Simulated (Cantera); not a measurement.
Input: 1 mol Si₃N₄, 0.14 mol CO₂, 2.7 mol N₂, held at 0.000160 bar.

Equilibrium computed with Cantera from the NASA thermochemical tables; the gas is ideal and each condensed phase is pure. Candidate condensed phases: C, Si, SiC, SiO₂, Si₂N₂O, Si₃N₄; 34 gas species. Mutual solubility and eutectic melting of coexisting phases are not modelled. The tables' values for SiN are old estimates; treat these amounts as uncertain. Kinetics and transport are ignored.

x: gas mole fraction; n: condensed amount in mol.

```csv
T (°C),x N₂,x SiO,x Si,x CO,x Si₂N,x Si₂C,n Si(s),n SiC(s),n Si(l)
1325,0.943,0.0541,0.000584,0.00205,1.04e-5,1.83e-6,2.60,0.130,0
1350,0.943,0.0540,0.000978,0.00221,1.63e-5,3.63e-6,2.60,0.129,0
1375,0.942,0.0538,0.00161,0.00238,2.52e-5,7.03e-6,2.60,0.128,0
1400,0.941,0.0535,0.00261,0.00255,3.83e-5,1.34e-5,2.59,0.127,0
1425,0.940,0.0532,___,___,___,___,0,0.126,2.59
1450,0.938,0.0526,___,___,___,___,0,0.123,2.58
1475,0.935,0.0518,0.00910,0.00387,9.84e-5,7.26e-5,0,0.120,2.57
1500,0.931,0.0510,0.0133,0.00448,0.000129,0.000122,0,0.117,2.55
```

Fill in the missing entries.


- 1450, x Si: 0.00615
- 1450, x CO: 0.00331
- 1450, x Si₂N: 7.43e-5
- 1450, x Si₂C: 4.25e-5
- 1425, x Si: 0.00410
- 1425, x CO: 0.00282
- 1425, x Si₂N: 5.55e-5
- 1425, x Si₂C: 2.45e-5
